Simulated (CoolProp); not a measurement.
Saturated liquid density (kg/m³) of nitrogen: the reference equation beside estimates from Tc = -147.0 °C, pc = 3.396 MPa, ω = 0.037. Rackett uses Z = 0.29056 − 0.08775 ω.

Model: reference Helmholtz-energy equation of state, Span 2000, in CoolProp.

```
T (°C)   reference  Rackett  van der Waals  Redlich-Kwong  Soave-Redlich-Kwong  Peng-Robinson
-------  ---------  -------  -------------  -------------  -------------------  -------------
-179.45      725.4    735.7          497.5          714.6                712.3          807.0
-176.85      711.0    721.2          487.1          696.0                694.4          786.9
-174.35      696.5    706.7          476.7          677.2                676.2          766.4
-171.85      681.4    691.5          465.7          657.5                657.0          744.7
-169.25      664.8    674.8          453.7          635.8                635.8          720.5
-166.75      647.9    657.9          441.4          613.6                614.1          695.7
-164.25      629.8    639.9          428.2          589.9                590.9          668.9
-161.75      610.3    620.4          414.0          564.5                565.8          639.8
-159.15      588.0    598.3          397.9          535.7                537.3          606.6
-156.65      563.9    574.5          380.7          505.1                506.9          571.1
-154.15      536.0    547.1          361.1          470.6                472.4          530.6
-151.65      502.0    513.6          337.8          430.0                431.7          482.5
-149.05      452.2    464.5          305.4          375.0                376.2          417.0
```

Absolute difference from the reference over all 13 rows, mean and median: Rackett 1.8 and 1.6 %, van der Waals 32.0 and 32.0 %, Redlich-Kwong 7.4 and 6.3 %, Soave-Redlich-Kwong 7.3 and 6.2 %, Peng-Robinson 6.6 and 7.4 %.
